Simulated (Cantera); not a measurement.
**Thermodynamics of metals in furnace atmospheres, feed Ti + CO2 + CO**

Feed: 1 mol Ti, a varied amount of CO2, 73 mol CO, held at 1523 K and 11.0 mbar.

Cantera equilibrium calculation (NASA polynomials, part measured and part estimated; ideal gas, pure solids and liquids). Candidate condensed phases: C, Ti, TiC, TiO, TiO2, Ti2O3, Ti3O5, Ti4O7; 15 gas species. Mutual solubility and eutectic melting of coexisting phases are not modelled. TiC: taken at fixed stoichiometry. Condensed phases not in the tables: Magnéli phases beyond Ti4O7. Kinetics and transport are ignored.

From 0.86 mol CO2 to 1.5 mol CO2 the condensed part is TiC(s) + Ti2O3(s). At 1.7 mol CO2 the condensed part is Ti3O5(s). At 2.1 mol CO2 the condensed part is Ti4O7(s). At 2.5 mol CO2 the condensed part is TiO2(rutile) + Ti4O7(s). From 2.9 mol CO2 to 4.2 mol CO2 the condensed part is TiO2(rutile).

| n(CO2) (mol) | x CO | x CO2 | n TiC(s) | n Ti2O3(s) | n Ti3O5(s) | n Ti4O7(s) | n TiO2(rutile) |
|---|---|---|---|---|---|---|---|
| 0.86 | 1.000 | 4.83e-5 | 0.257 | 0.371 | 0 | 0 | 0 |
| 1 | 1.000 | 4.83e-5 | 0.201 | 0.399 | 0 | 0 | 0 |
| 1.2 | 1.000 | 4.83e-5 | 0.121 | 0.439 | 0 | 0 | 0 |
| 1.5 | 1.000 | 4.83e-5 | 0.00144 | 0.499 | 0 | 0 | 0 |
| 1.7 | 1.000 | 0.000446 | 0 | 0 | 0.333 | 0 | 0 |
| 2.1 | 0.995 | 0.00466 | 0 | 0 | 0 | 0.250 | 0 |
| 2.5 | 0.993 | 0.00701 | 0 | 0 | 0 | 0.0289 | 0.884 |
| 2.9 | 0.988 | 0.0119 | 0 | 0 | 0 | 0 | 1.00 |
| 3.5 | 0.980 | 0.0196 | 0 | 0 | 0 | 0 | 1.00 |
| 4.2 | 0.972 | 0.0285 | 0 | 0 | 0 | 0 | 1.00 |
x: gas mole fraction; n: condensed amount in mol.
